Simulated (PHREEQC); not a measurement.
A solution holds 0.00052 mol Li2CO3 per kg of water, at 60 °C and 50 atm. Closed to the air; pH follows from the charge balance.

Computed with PHREEQC (ion-association model, phreeqc.dat).

```csv
quantity,before,after
pH,9.57,8.98
ionic strength (mol/kgw),0.00117,0.000215
HCO3- (mol/kgw),0.000393,9.65e-5
CO3-2 (mol/kgw),0.000127,7.33e-6
```

What was changed between the two runs?
(A) Li2CO3 from 0.00052 to 5.2e-05 mol/kgw
(B) diluted 5-fold with water
(C) Li2CO3 from 0.00052 to 0.00104 mol/kgw
(D) Li2CO3 from 0.00052 to 0.0026 mol/kgw
(E) Li2CO3 from 0.00052 to 0.000468 mol/kgw

B, diluted 5-fold with water

This is a speciation only: nothing precipitates in the calculation. Under pressure, the constants of complexes without a molar volume in the database are unreliable. At this temperature some constants are extrapolated from 25 °C, and those without enthalpy data are left unchanged.
